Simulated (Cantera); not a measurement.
An isothermal, constant-pressure homogeneous reactor starts with NO : N₂ = 1 : 8.7 (molar parts), at 1523 K and 0.197 atm. Integrator tolerance rtol = 1e-08.

Model: GRI-Mech 3.0 (53 species, 325 reactions), integrated in Cantera.

Problem. What does this change do: temperature 1523 to 2125 K?

Solution. 
| quantity | before | after |
|---|---|---|
| x(NO) at 5.00 s | 0.103 (gas-phase equilibrium 0.000744) | 0.00812 (gas-phase equilibrium 0.00558) |
| x(NO₂) at 5.00 s | 1.31e-5 (gas-phase equilibrium 8.18e-7) | 2.43e-6 (gas-phase equilibrium 1.69e-6) |
| x(O₂) at 5.00 s | 0.000124 (gas-phase equilibrium 0.0512) | 0.0471 (gas-phase equilibrium 0.0483) |
| x(N₂) at 5.00 s | 0.897 (gas-phase equilibrium 0.948) | 0.944 (gas-phase equilibrium 0.945) |
| x(O) at 5.00 s | 3.55e-7 (gas-phase equilibrium 2.81e-6) | 0.000807 (gas-phase equilibrium 0.000817) |
| x(N₂O) at 5.00 s | 3.50e-6 (gas-phase equilibrium 2.22e-8) | 1.66e-7 (gas-phase equilibrium 1.53e-7) |
